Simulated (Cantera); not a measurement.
A closed system holds: 1 mol borazine, 2.4 mol H2O, 0.67 mol H2, held at 60.0 Pa.

Cantera equilibrium calculation (NASA polynomials, part measured and part estimated; ideal gas, pure solids and liquids). Candidate condensed phases: B, BN, B2O3, B3O3H3, H2O; 39 gas species. The feed counts by its element totals alone. Rates play no part.

Over these rows the condensed part is BN(s). Partial pressures as log10 of bar:

```json
[
 {"T (K)": "1825", "1000/T (1/K)": "0.5479", "log p B": "-8.81", "log p H2": "-3.42", "log p N2": "-4.09", "log p HBO": "-4.21", "log p BO": "-4.62"},
 {"T (K)": "1850", "1000/T (1/K)": "0.5405", "log p B": "?", "log p H2": "-3.42", "log p N2": "-4.09", "log p HBO": "-4.21", "log p BO": "-4.54"},
 {"T (K)": "1875", "1000/T (1/K)": "0.5333", "log p B": "-8.19", "log p H2": "-3.42", "log p N2": "-4.09", "log p HBO": "-4.22", "log p BO": "-4.47"},
 {"T (K)": "1900", "1000/T (1/K)": "0.5263", "log p B": "-7.90", "log p H2": "-3.43", "log p N2": "-4.09", "log p HBO": "-4.22", "log p BO": "-4.41"},
 {"T (K)": "1925", "1000/T (1/K)": "0.5195", "log p B": "-7.61", "log p H2": "-3.43", "log p N2": "-4.09", "log p HBO": "-4.24", "log p BO": "-4.35"},
 {"T (K)": "1950", "1000/T (1/K)": "0.5128", "log p B": "-7.33", "log p H2": "-3.44", "log p N2": "-4.10", "log p HBO": "-4.25", "log p BO": "-4.29"}
]
```

Problem. Fit log p(B) = a + b·(1000/T) to the five rows, give the apparent enthalpy, and predict the row at 1850 K.

Solution. Means: 1000/T = 0.5280, log p = -7.968. Sxy = -0.030789, Sxx = 0.0007303, so b = -42.16 and a = -7.968 − (-42.16)×0.5280 = 14.29.
Apparent enthalpy: −19.145 × (-42.16) = 807 kJ/mol. With the condensed phases at unit activity, BN(s) = B(g) + 1/2 N2(g) links this pressure to the main gases: over the six rows their terms move log p by +0.00 in all, so the slope is close to that reaction's ΔH°. The five rows lie within 0.01 of the line.
Prediction at 1850 K: 14.29 + (-42.16)×0.5405 = -8.50. The computed value is -8.50, 0.00 from the line.
